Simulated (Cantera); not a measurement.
## NiS + H2 + N2 (hydrogen reduction and annealing atmospheres)

Feed: 1 mol NiS, a varied amount of H2, 1.4 mol N2, equilibrated at 1050 K and 0.00210 bar.

Equilibrium computed with Cantera from the NASA thermochemical tables; the gas is ideal and each condensed phase is pure. Candidate condensed phases: Ni, NiS, NiS2, Ni3S2, Ni3S4, S; 17 gas species. Gases not in the tables: S3 to S7. Rates play no part.

```json
[
 {"n(H2) (mol)": "0.38", "log p H2": "-3.62", "log p N2": "-2.80", "log p H2S": "-3.73", "log p S2": "-4.03", "log p SH": "-6.73", "log p NH3": "-10.20", "n Ni3S2(s)": "0.333"},
 {"n(H2) (mol)": "0.72", "log p H2": "-3.34", "log p N2": "-2.87", "log p H2S": "-3.62", "log p S2": "-4.38", "log p SH": "-6.76", "log p NH3": "-9.81", "n Ni3S2(s)": "0.333"},
 {"n(H2) (mol)": "1.4", "log p H2": "-3.09", "log p N2": "-2.98", "log p H2S": "-3.65", "log p S2": "-4.94", "log p SH": "-6.91", "log p NH3": "-9.49", "n Ni3S2(s)": "0.333"},
 {"n(H2) (mol)": "2.6", "log p H2": "-2.92", "log p N2": "-3.13", "log p H2S": "-3.77", "log p S2": "-5.52", "log p SH": "-7.12", "log p NH3": "-9.32", "n Ni3S2(s)": "0.333"},
 {"n(H2) (mol)": "4.9", "log p H2": "-2.82", "log p N2": "-3.33", "log p H2S": "-3.96", "log p S2": "-6.11", "log p SH": "-7.36", "log p NH3": "-9.26", "n Ni3S2(s)": "0.333"},
 {"n(H2) (mol)": "9.3", "log p H2": "-2.75", "log p N2": "-3.56", "log p H2S": "-4.19", "log p S2": "-6.68", "log p SH": "-7.62", "log p NH3": "-9.28", "n Ni3S2(s)": "0.333"},
 {"n(H2) (mol)": "18", "log p H2": "-2.72", "log p N2": "-3.82", "log p H2S": "-4.44", "log p S2": "-7.27", "log p SH": "-7.90", "log p NH3": "-9.36", "n Ni3S2(s)": "0.333"}
]
```
log p: log10 of the partial pressure in bar; n: condensed amount in mol.

From 0.38 mol H2 to 18 mol H2 the condensed part is Ni3S2(s).
